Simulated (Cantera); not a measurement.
An isothermal, constant-pressure homogeneous reactor starts with CH₄ : H₂ = 1 : 4.2 (molar parts), at 1450 K and 180 Pa. Integrator tolerance rtol = 1e-08.

Cantera simulation using GRI-Mech 3.0 (53 species, 325 reactions); the numbers are that mechanism's predictions, not measurements. GRI-Mech 3.0 stops at C3 and has no aromatics, soot or wall deposition, so with more carbon than oxygen in the feed, carbon stays in small species such as C2H2 where larger ones or solid carbon would form. Radical loss at walls, strong at low pressure, is not modelled.

Q: What does this change do: CH4 1 to 1.4 parts?

A: 
```
quantity                                             before                                     after
-----------------  ----------------------------------------  ----------------------------------------
x(CH₄) at 6.00 s     0.185 (gas-phase equilibrium 0.000664)    0.237 (gas-phase equilibrium 0.000717)
x(H₂) at 6.00 s         0.812 (gas-phase equilibrium 0.919)       0.757 (gas-phase equilibrium 0.899)
x(C₂H₄) at 6.00 s  0.000766 (gas-phase equilibrium 6.28e-5)   0.00125 (gas-phase equilibrium 7.63e-5)
x(C₂H₂) at 6.00 s    0.00229 (gas-phase equilibrium 0.0803)    0.00380 (gas-phase equilibrium 0.0996)
x(CH₂) at 6.00 s   2.85e-8 (gas-phase equilibrium 5.69e-10)  3.32e-8 (gas-phase equilibrium 6.27e-10)
x(C₂H) at 6.00 s   3.37e-10 (gas-phase equilibrium 2.57e-8)  5.37e-10 (gas-phase equilibrium 3.22e-8)
x(H) at 6.00 s     8.72e-5 (gas-phase equilibrium 0.000215)  7.83e-5 (gas-phase equilibrium 0.000213)
```

Q: What does this change do: H2 4.2 to 1.5 parts?

A: 
```json
[
 {"quantity": "x(CH₄) at 6.00 s", "before": "0.185 (gas-phase equilibrium 0.000664)", "after": "0.366 (gas-phase equilibrium 0.000797)"},
 {"quantity": "x(H₂) at 6.00 s", "before": "0.812 (gas-phase equilibrium 0.919)", "after": "0.621 (gas-phase equilibrium 0.856)"},
 {"quantity": "x(C₂H₄) at 6.00 s", "before": "0.000766 (gas-phase equilibrium 6.28e-5)", "after": "0.00301 (gas-phase equilibrium 0.000104)"},
 {"quantity": "x(C₂H₂) at 6.00 s", "before": "0.00229 (gas-phase equilibrium 0.0803)", "after": "0.00913 (gas-phase equilibrium 0.142)"},
 {"quantity": "x(CH₂) at 6.00 s", "before": "2.85e-8 (gas-phase equilibrium 5.69e-10)", "after": "4.47e-8 (gas-phase equilibrium 7.31e-10)"},
 {"quantity": "x(C₂H) at 6.00 s", "before": "3.37e-10 (gas-phase equilibrium 2.57e-8)", "after": "1.22e-9 (gas-phase equilibrium 4.72e-8)"},
 {"quantity": "x(H) at 6.00 s", "before": "8.72e-5 (gas-phase equilibrium 0.000215)", "after": "6.08e-5 (gas-phase equilibrium 0.000208)"}
]
```
